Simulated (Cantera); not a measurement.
A closed system holds: 1 mol SiHCl3, 0.016 mol CH4, a varied amount of H2, at 1325 K and 0.133 bar.

Cantera equilibrium calculation (NASA polynomials, part measured and part estimated; ideal gas, pure solids and liquids). Candidate condensed phases: C, C6H6, C7H8, C8H18, Si, SiC; 109 gas species. Mutual solubility and eutectic melting of coexisting phases are not modelled. Equilibrium is a limit: real reactors are often held back by kinetics, nucleation or transport.

Task: What share of the Si ends up in condensed phases as a function of n(H2) (mol), at 120, 190, 260, 320, 390, 460, 530, 590, 660, 730, 790?

Result: 
```csv
n(H2) (mol),Si condensed (%),as
120,81.6,Si(s) + SiC(s)
190,87.7,Si(s) + SiC(s)
260,90.8,Si(s) + SiC(s)
320,92.4,Si(s) + SiC(s)
390,93.7,Si(s) + SiC(s)
460,94.6,Si(s) + SiC(s)
530,95.3,Si(s) + SiC(s)
590,95.8,Si(s) + SiC(s)
660,96.2,Si(s) + SiC(s)
730,96.6,Si(s) + SiC(s)
790,96.8,Si(s) + SiC(s)
```
